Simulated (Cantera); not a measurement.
Cantera run:

```python
import numpy as np
import cantera as ct

gas_names = """
    Cr CrO CrO2 CrO3 H HO2 H2 H2O H2O2 O OH O2 O3
""".split()
cond_names = """
    Cr(cr) Cr(L) Cr2O3(s) Cr2O3(L) H2O(s) H2O(L)
""".split()


# ... load() reads the species with a 1 bar reference pressure and builds the phases ...
atoms = {
    'Cr2O3': {'Cr': 2, 'O': 3},
    'H2': {'H': 2},
}
top_T = {}  # K; cautious upper limits of use, not melting points


# ... equilibrate(T, P, feed) seeds the gas with the atoms and calls Mixture.equilibrate('TP', solver="vcs", rtol=1e-11, max_steps=5000) ...
results = []
feed = {'Cr2O3': 1, 'H2': 110}  # mol
T = 2198  # K
P = 1000  # Pa
mix = equilibrate(T, P, feed)
results.append((T, P, feed, dict(zip(mix.species_names, mix.species_moles))))
print(gas.report(threshold=1e-06))
for i in range(1, mix.n_phases):
    print(f"{mix.phase(i).name:16s} {mix.phase_moles(i):12.5e} mol")
```

Result:

```
       temperature   2198 K
          pressure   1000 Pa
           density   0.00017775 kg/m^3
  mean mol. weight   3.2483 kg/kmol
   phase of matter   gas

                          1 kg             1 kmol
                     ---------------   ---------------
          enthalpy        2.1939e+07        7.1265e+07  J
   internal energy        1.6313e+07         5.299e+07  J
           entropy             72055        2.3406e+05  J/K
    Gibbs function       -1.3644e+08       -4.4319e+08  J
 heat capacity c_p             10590             34401  J/K
 heat capacity c_v            8030.7             26086  J/K

                      mass frac. Y      mole frac. X     chem. pot. / RT
                     ---------------   ---------------   ---------------
                Cr           0.27185          0.016983           -10.757
               CrO         0.0082757        0.00039535           -35.667
              CrO2         9.771e-05        3.7788e-06           -60.578
                 H           0.01643          0.052946           -12.246
                H2           0.56105             0.904           -24.491
               H2O           0.14117          0.025455           -49.402
                 O         4.172e-05        8.4705e-06           -24.911
                OH         0.0010859        0.00020741           -37.156
     [   +5 minor]        9.9425e-07        1.0074e-07

Cr(L)             0.00000e+00 mol
Cr2O3(s)          0.00000e+00 mol
```

Method: chemical equilibrium by Gibbs-energy minimisation in Cantera with the NASA 1993 tables (ideal gas, pure condensed phases).
